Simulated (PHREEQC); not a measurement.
Solution A (34 mmol/kgw H2SeO4, 31 mmol/kgw H2SO4 and 0.044 mmol/kgw CaCl2) is mixed with solution B (0.00079 mol/kgw H2SeO3, 0.00019 mol/kgw NH3 and 0.029 mol/kgw CaCl2) at 20 °C; shares are by mass of water, 1 kg in all. No oxygen is let in. The system is closed to CO2. Solids allowed: Gypsum, Portlandite, CaSeO3. Others were left out.

The series has 11 steps of share of solution B, from 0 to 1.

Model: ion-association model, wateq4f.dat, run in PHREEQC.

### Question
Between which two steps does the pH jump most, and from what to what?

### Answer
Between share of solution B = 0.9 and 1: from 2.01 to 3.40.

Complexes and solids missing from the database can't appear.
